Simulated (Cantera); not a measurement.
Charge: 1 mol V2O5, 2800 mol H2, 70 mol N2, equilibrated at 1880 Torr.

Equilibrium computed with Cantera from the NASA thermochemical tables; the gas is ideal and each condensed phase is pure. Candidate condensed phases: H2O, V, VN, VO, V2O3, V2O4, V2O5; 28 gas species. VN: taken at fixed stoichiometry. Condensed phases not in the tables: V2N. Equilibrium is a limit: real reactors are often held back by kinetics, nucleation or transport. All values below are at 1875 K.

Base state: H2 0.974, N2 0.0240, H2O 0.00174, H 0.000409 (mole fractions); condensed: VN(s).

Task: What changes in the equilibrium state with this change: pressure from 1880 Torr to 1 atm?

Result: 
```json
[
 {"species": "H2", "before": "0.974", "after": "0.974"},
 {"species": "N2", "before": "0.0240", "after": "0.0242"},
 {"species": "H2O", "before": "0.00174", "after": "0.00141"},
 {"species": "H", "before": "0.000409", "after": "0.000643"},
 {"species": "VN(s), mol", "before": "2.00", "after": "1.03"},
 {"species": "VO(s), mol", "before": "0", "after": "0.965"}
]
```
Mutual solubility and eutectic melting of coexisting phases are not modelled. VN, VO: taken at fixed stoichiometry. Condensed phases not in the tables: solid solutions among these carbides, nitrides and lower oxides, V2N.
